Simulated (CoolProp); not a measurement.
A simple Rankine cycle with cyclopentane: condensing at 321.15 K, boiler at 0.379 MPa, turbine inlet 384.2 K, turbine efficiency 0.6, pump efficiency 0.8, no recuperator. Each further row changes one setting.

Model: reference Helmholtz-energy equation of state, Gedanitz 2015, in CoolProp.

```
case                             thermal efficiency (%)  net work (kJ/kg)  heat in (kJ/kg)  turbine exit temperature (K)  volume ratio over the turbine
-------------------------------  ----------------------  ----------------  ---------------  ----------------------------  -----------------------------
as stated                                           6.9              32.9              475                         357.4                           3.84
turbine inlet 404.2 K                               6.9              35.1              509                         378.3                           3.83
condensing temperature 313.15 K                     8.0              39.3              490                         352.6                           5.00
boiler pressure 0.265 MPa                           5.2              25.0              478                         365.1                           2.67
turbine efficiency 0.5                              5.8              27.4              475                         361.1                           3.88
```
